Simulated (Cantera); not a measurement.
Charge: 1 mol B, 0.43 mol NH3, 58 mol H2, equilibrated at 1825 °C and 0.230 bar.

Equilibrium computed with Cantera from the NASA thermochemical tables; the gas is ideal and each condensed phase is pure. Candidate condensed phases: B, BN; 15 gas species. Mutual solubility and eutectic melting of coexisting phases are not modelled. The tables' values for BH2 are old estimates; treat these amounts as uncertain. Gases not in the tables: B2H6 and higher boranes. Rates play no part.

Base state: H2 0.991, H 0.00639, N2 0.00207, BH2 0.000793, BH3 2.16e-5 (mole fractions); condensed: B(s) + BN(s).

**Question.** What changes in the equilibrium state with this change: pressure from 0.230 bar to 85.0 mbar?

**Answer.** 
```
species       before     after
----------  --------  --------
H2             0.991     0.985
H            0.00639    0.0105
N2           0.00207   0.00363
BH2         0.000793  0.000788
BH3          2.16e-5   1.30e-5
B(s), mol      0.765     0.952
BN(s), mol     0.186         0
```

**Question.** What changes in the equilibrium state with this change: NH3 from 0.43 to 3 mol?

**Answer.** 
```csv
species,before,after
H2,0.991,0.978
N2,0.00207,0.0158
H,0.00639,0.00635
BH2,0.000793,0.000283
BH3,2.16e-5,7.64e-6
"B(s), mol",0.765,0
"BN(s), mol",0.186,0.981
```

**Question.** What changes in the equilibrium state with this change: temperature from 1825 °C to 552 °C?

**Answer.** 
```
species       before    after
----------  --------  -------
H2             0.991     1.00
BH3          2.16e-5  6.38e-9
H            0.00639    <1e-9
N2           0.00207    <1e-9
BH2         0.000793    <1e-9
B(s), mol      0.765    0.570
BN(s), mol     0.186    0.430
```
